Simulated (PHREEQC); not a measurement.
# Buffer

Solution (20 °C): 0.097 mol/kgw NH4Cl, 0.0057 mol/kgw Na2CO3 and 0.0022 mol/kgw KCl. Closed to the air; pH follows from the charge balance.

Equilibrium calculation in PHREEQC: ion-association model, wateq4f.dat.

No solid was allowed to form.

Question: Predict the pH.

Answer: pH 8.30.

Question: In which forms is N present?

Answer: NH4+ 94 %, NH3 5.8 % of the N.

Complexes and solids missing from the database can't appear.
